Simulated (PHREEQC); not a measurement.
Dissolve 0.082 mol HF, 0.14 mol NH4HF2 and 0.033 mol H2SiF6 per kg of water at 25 °C. Closed to the air; pH follows from the charge balance.

Computed with PHREEQC (ion-association model, phreeqc.dat).

Precipitation was switched off in this run.

### Question
Order these F species by the share of F that they hold, largest first: SiF6-2, HF, HF2-, F-.

### Answer
HF (43 %), SiF6-2 (35 %), HF2- (14 %), F- (7.5 %)

The pH is 2.25 and the ionic strength 0.180 mol/kgw. Complexes and solids missing from the database can't appear. SiF6-2 is the database's only silicon fluoride.
